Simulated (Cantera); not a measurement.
A freely propagating, adiabatic, planar premixed flame of CH₄ : C₂H₆ : O₂ : N₂ : CO₂ = 1 : 0.11 : 1.7 : 6.41 : 0.28 (molar parts), equivalence ratio 1.4, unburnt at 375 K and 8.60 bar; mixture-averaged transport, grid criteria slope 0.08 and curve 0.16, no radiation.

Detailed kinetics in Cantera: GRI-Mech 3.0 (53 species, 325 reactions). Burning velocities carry a grid error of a few per cent, more on coarse grids.

**Question.** What does this change do: CH4 1 to 0.79 parts?

**Answer.** 
| quantity | before | after |
|---|---|---|
| laminar burning velocity | 9.15 cm/s | 17.5 cm/s |
| thermal thickness | 0.220 mm | 0.118 mm |
| peak x(H₂) | 0.0517 | 0.0189 |
| peak x(HO₂) | 0.000154 | 0.000201 |
| peak x(CH₂O) | 0.00159 | 0.00145 |

**Question.** What does this change do: C2H6 0.11 to 0.086 parts?

**Answer.** 
```
quantity                     before      after
------------------------  ---------  ---------
laminar burning velocity  9.15 cm/s  9.62 cm/s
thermal thickness          0.220 mm   0.212 mm
peak x(H₂)                   0.0517     0.0440
peak x(HO₂)                0.000154   0.000146
peak x(CH₂O)                0.00159    0.00153
```
